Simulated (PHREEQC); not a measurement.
## Polishing slurry liquid

A solution holds 6.9 mmol/kgw K2CO3, 24 mmol/kgw Fe(NO3)3 and 0.74 mmol/kgw CO2, at 49 °C. Closed to the air; pH follows from the charge balance.

Computed with PHREEQC (ion-association model, wateq4f.dat).

No solid was allowed to form.

### Question
Predict the pH.

### Answer
pH 2.24.

### Question
In which forms is Fe present?

### Answer
Fe2(OH)2+4 44 %, FeOH+2 30 %, Fe+3 17 %, Fe3(OH)4+5 6.9 %, Fe(OH)2+ 1.7 % of the Fe.

The solution is supersaturated, for example in Hematite (slow to form), Goethite (slow to form), so a real one may precipitate; this is no full list. Complexes and solids missing from the database can't appear. Away from 25 °C the constants follow the database's enthalpies or fits; those with neither stay at their 25 °C values.
